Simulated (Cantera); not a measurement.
What does this Cantera script print?

```python
import numpy as np
import cantera as ct

surf = ct.Interface("ptcombust.yaml", "Pt_surf")
gas = surf.adjacent["gas"]
gas.TPX = 950, 101325, {'CO': 0.015, 'O2': 0.011, 'N2': 0.79, 'H2O': 0.073}
surf.TP = 950, 101325
reactor = ct.FlowReactor(gas, clone=False)
reactor.area = 0.0001  # m2
reactor.surface_area_to_volume_ratio = 470  # 1/m
reactor.mass_flow_rate = 2.2 * reactor.area * gas.density  # inlet velocity 2.2 m/s
reactor.energy_enabled = False
wall = ct.ReactorSurface(surf, reactor, clone=False)
net = ct.ReactorNet([reactor])
net.rtol, net.atol = 1e-8, 1e-16
show, cover = ['CO', 'O2', 'H2O', 'CO2'], ['PT(S)', 'H(S)', 'O(S)', 'OH(S)', 'CO(S)', 'C(S)']

rows = []
print(f"{'z/m':>9s}{'u/(m/s)':>9s}" + "".join(f"{s:>13s}" for s in show + cover))
for z in [0.00011, 0.00019, 0.00032, 0.00053, 0.00088, 0.0015, 0.0025, 0.0041, 0.0068, 0.011]:
    net.advance(z)
    rows.append([reactor.speed, *gas[show].X, *surf[cover].coverages])
    print(f"{z:9.4g}{rows[-1][0]:9.3g}" + "".join(f"{x:13.4e}" for x in rows[-1][1:]))
```

Output:

```
      z/m  u/(m/s)           CO           O2          H2O          CO2        PT(S)         H(S)         O(S)        OH(S)        CO(S)         C(S)
  0.00011      2.2   1.5697e-02   1.1788e-02   8.2163e-02   1.1861e-03   4.9219e-01   4.0583e-05   2.8100e-03   5.8068e-04   5.0432e-01   5.1763e-09
  0.00019      2.2   1.4840e-02   1.1361e-02   8.2199e-02   2.0505e-03   5.0160e-01   4.1347e-05   2.8667e-03   5.9223e-04   4.9483e-01   5.0736e-09
  0.00032      2.2   1.3443e-02   1.0666e-02   8.2256e-02   3.4590e-03   5.1832e-01   4.2650e-05   2.9749e-03   6.1349e-04   4.7798e-01   4.8801e-09
  0.00053     2.19   1.1173e-02   9.5351e-03   8.2350e-02   5.7481e-03   5.5002e-01   4.4911e-05   3.2095e-03   6.5680e-04   4.4600e-01   4.4788e-09
  0.00088     2.19   7.3235e-03   7.6179e-03   8.2510e-02   9.6306e-03   6.2329e-01   4.8888e-05   3.9493e-03   7.7633e-04   3.7186e-01   3.4390e-09
   0.0015     2.18   1.5527e-04   4.0479e-03   8.2807e-02   1.6860e-02   3.8214e-01   1.8920e-06   6.0990e-01   7.5677e-03   3.3978e-04   1.2475e-14
   0.0025     2.18   1.3007e-07   3.9706e-03   8.2813e-02   1.7016e-02   3.0943e-01   1.3025e-06   6.8332e-01   7.2084e-03   1.6855e-07   4.4725e-18
   0.0041     2.18   2.4787e-12   3.9705e-03   8.2813e-02   1.7016e-02   3.0940e-01   1.3022e-06   6.8336e-01   7.2081e-03   3.2110e-12   8.5191e-23
   0.0068     2.18   2.2917e-17   3.9705e-03   8.2813e-02   1.7016e-02   3.0940e-01   1.3022e-06   6.8336e-01   7.2081e-03   2.9687e-17   7.8805e-28
    0.011     2.18   1.4761e-17   3.9705e-03   8.2813e-02   1.7016e-02   3.0940e-01   1.3022e-06   6.8336e-01   7.2081e-03   3.2759e-17   8.6962e-28
```

Cantera simulation using Deutschmann's 1995 Pt surface mechanism with GRI-Mech 3.0 gas chemistry; the numbers are that mechanism's predictions, not measurements. Catalytic surfaces can have several steady states; this one follows from the mechanism file's or the stated starting coverage. Mass transfer to the wall is taken as infinitely fast.
